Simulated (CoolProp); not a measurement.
Aqueous potassium formate as a coolant, 42 % by mass, freezing at -38.4 °C, 1 atm.

The numbers come from the Melinder's fits for secondary coolants in CoolProp.

| T (°C) | density (kg/m³) | Prandtl number | viscosity (mPa s) | conductivity (W/(m K)) |
|---|---|---|---|---|
| -5.2 | 1288 | 22.8 | 3.94 | (withheld) |
| -2 | (withheld) | 20.5 | 3.58 | 0.486 |
| 1.2 | 1285 | (withheld) | 3.26 | 0.490 |
| 4.4 | 1284 | 17.0 | 3.00 | 0.493 |
| 7.6 | 1282 | 15.6 | 2.76 | 0.497 |
| 10.8 | 1281 | 14.4 | 2.56 | 0.501 |
| 14 | 1280 | 13.3 | 2.39 | 0.505 |
| 17.2 | 1278 | 12.4 | 2.23 | 0.508 |
| 20.4 | (withheld) | 11.6 | 2.09 | 0.512 |
| 23.6 | 1275 | 10.8 | 1.96 | 0.516 |
| 26.8 | 1274 | (withheld) | 1.85 | (withheld) |
| 30 | 1273 | 9.52 | 1.75 | 0.523 |
| 33.2 | 1271 | 8.95 | 1.65 | 0.526 |
| 36.4 | 1270 | 8.43 | 1.56 | 0.530 |

Task: Some entries are withheld; supply them.

Result: 
- -5.2, conductivity (W/(m K)): 0.482
- -2, density (kg/m³): 1286
- 1.2, Prandtl number: 18.6
- 20.4, density (kg/m³): 1277
- 26.8, Prandtl number: 10.1
- 26.8, conductivity (W/(m K)): 0.519
